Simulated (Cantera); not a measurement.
A Cantera script and its output.

```python
import numpy as np
import cantera as ct

gas = ct.Solution("gri30.yaml")
gas.TPX = 525, 1600000, {'CH4': 1, 'C2H6': 0.45, 'C3H8': 0.044, 'O2': 6.43, 'N2': 24.2}
inlet = ct.Reservoir(gas, clone=True)
gas.equilibrate("HP")  # start burning
reactor = ct.IdealGasConstPressureReactor(gas, energy="on", clone=False)
exhaust = ct.Reservoir(gas, clone=True)
tau = [0.11, 0.045, 0.019, 0.008, 0.0033, 0.0014, 0.00059, 0.00025, 0.0001, 4.4e-05, 1.8e-05, 7.7e-06][0]
for a, b in ((inlet, reactor), (reactor, exhaust)):
    ct.MassFlowController(a, b, mdot=lambda t: reactor.mass / tau)
net = ct.ReactorNet([reactor])
show = ['CH4', 'C2H6', 'C3H8', 'CH2CO', 'NO', 'C2H']

rows = []
print(f"{'tau/s':>10s}{'T/K':>9s}" + "".join(f"{s:>11s}" for s in show))
for tau in [0.11, 0.045, 0.019, 0.008, 0.0033, 0.0014, 0.00059, 0.00025, 0.0001, 4.4e-05, 1.8e-05, 7.7e-06]:
    net.initial_time = 0.0
    net.advance(30 * tau)
    before = gas.X
    net.advance(40 * tau)
    drift = np.max(np.abs(gas.X - before) / (gas.X + 1e-9))
    rows.append([gas.T, *gas[show].X, drift])
    print(f"{tau:10.3e}{gas.T:9.1f}" + "".join(f"{x:11.3e}" for x in gas[show].X))
```

Result:

```
     tau/s      T/K        CH4       C2H6       C3H8      CH2CO         NO        C2H
 1.100e-01   1840.2  1.244e-06  1.063e-07  9.600e-09  2.203e-07  4.353e-05  1.295e-10
 4.500e-02   1839.7  2.801e-06  2.460e-07  2.250e-08  5.170e-07  2.198e-05  3.016e-10
 1.900e-02   1838.6  5.798e-06  5.313e-07  4.958e-08  1.140e-06  1.309e-05  6.549e-10
 8.000e-03   1836.7  1.140e-05  1.102e-06  1.056e-07  2.426e-06  9.191e-06  1.353e-09
 3.300e-03   1833.0  2.199e-05  2.251e-06  2.216e-07  5.065e-06  7.392e-06  2.675e-09
 1.400e-03   1826.6  4.135e-05  4.436e-06  4.465e-07  1.008e-05  6.393e-06  4.844e-09
 5.900e-04   1814.4  8.037e-05  8.929e-06  9.098e-07  2.005e-05  5.317e-06  8.115e-09
 2.500e-04   1789.3  1.715e-04  1.940e-05  1.973e-06  4.159e-05  3.699e-06  1.191e-08
 1.000e-04    525.0  3.113e-02  1.401e-02  1.370e-03 -1.144e-17 -1.542e-22 -2.232e-47
 4.400e-05    525.0  3.113e-02  1.401e-02  1.370e-03 -1.404e-21 -1.892e-26 -1.928e-51
 1.800e-05    525.0  3.113e-02  1.401e-02  1.370e-03 -8.869e-23 -1.195e-27 -7.479e-53
 7.700e-06    525.0  3.113e-02  1.401e-02  1.370e-03 -5.602e-24 -7.550e-29 -2.166e-54
```

Computed with Cantera and GRI-Mech 3.0 (53 species, 325 reactions). The pressure lies above the range GRI-Mech 3.0 was tuned for (to about 10 atm).
